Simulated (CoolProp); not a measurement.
Vapour-liquid equilibrium of cyclohexane (1) + benzene (2) at 10.2 kPa; x and y are mole fractions of (1).

Values from CoolProp's multi-fluid Helmholtz-energy mixture model, Zhou 2014 and Thol 2012; pair parameters Bell 2016.

**Question.** Give the bubble temperature and the first vapour's composition at x = 0.05, 0.35, 0.95. Is there an azeotrope?

**Answer.** x = 0.05: 19.6 °C, y = 0.082; x = 0.35: 17.5 °C, y = 0.389; x = 0.95: 19.2 °C, y = 0.928. y crosses x between x = 0.5 and 0.65: the model has an azeotrope there.

Pair parameters are fitted to limited data, so mixtures are less certain than the pure fluids.
